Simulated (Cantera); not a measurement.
Charge: 1 mol Pb, a varied amount of CO, 210 mol N2, held at 1000 °C and 1 atm.

Equilibrium computed with Cantera from the NASA thermochemical tables; the gas is ideal and each condensed phase is pure. Candidate condensed phases: C, Pb, PbO, PbO2, Pb3O4; 27 gas species. Equilibrium is a limit: real reactors are often held back by kinetics, nucleation or transport.

Problem. At 13 mol CO, list the 4 most abundant gas species with their mole fractions, and the condensed phases.

Solution. N2 0.940, CO 0.0581, Pb 0.00182, CO2 2.46e-5. Condensed: C(graphite) + Pb(l).
